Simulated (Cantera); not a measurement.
Charge: 1 mol SiC, 2.7 mol O₂, 28 mol H₂, 0.028 mol H₂O, held at 0.0398 Torr.

These are equilibrium values from Cantera (NASA tables, ideal gas, pure condensed phases), not measurements of a reactor. Candidate condensed phases: C, C₆H₆, C₇H₈, C₈H₁₈, H₂O, Si, SiC, SiO₂; 123 gas species. The tables hold silica as quartz up to 1696 K and as liquid above; real silica turns to tridymite and cristobalite and melts near 1996 K. Equilibrium is a limit: real reactors are often held back by kinetics, nucleation or transport.

Q: At 1650 K, list the 4 most abundant gas species with their mole fractions, and the condensed phases.

A: H₂ 0.845, H₂O 0.0953, CO 0.0326, SiO 0.0146. Condensed: SiO₂(β-quartz).
